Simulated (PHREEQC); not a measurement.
Phosphoric acid bath

Consider water at 85 °C with 0.017 mol/kgw NaH2PO4 and 0.0083 mol/kgw HF. Closed to the air; pH follows from the charge balance.

Computed with PHREEQC (ion-association model, phreeqc.dat).

- pH: 3.26
- ionic strength: 0.0176 mol/kgw
- specific conductance: 4060 µS/cm
- total alkalinity: -8.30 meq/kg

| species | molality | activity | log γ |
|---|---|---|---|
| Na+ | 0.0170 | 0.0147 | -0.063 |
| H2PO4- | 0.0151 | 0.0131 | -0.062 |
| HF | 0.00571 | 0.00573 | 0.002 |
| F- | 0.00246 | 0.00211 | -0.066 |
| H3PO4 | 0.00191 | 0.00192 | 0.002 |
| H+ | 0.000624 | 0.000550 | -0.055 |
| HF2- | 5.92e-5 | 5.10e-5 | -0.065 |
| NaF | 1.77e-5 | 1.78e-5 | 0.002 |
| HPO4-2 | 3.48e-6 | 1.95e-6 | -0.250 |
| NaHPO4- | 6.45e-8 | 5.59e-8 | -0.062 |

Precipitation was switched off in this run. Constants without temperature data keep their 25 °C values here.
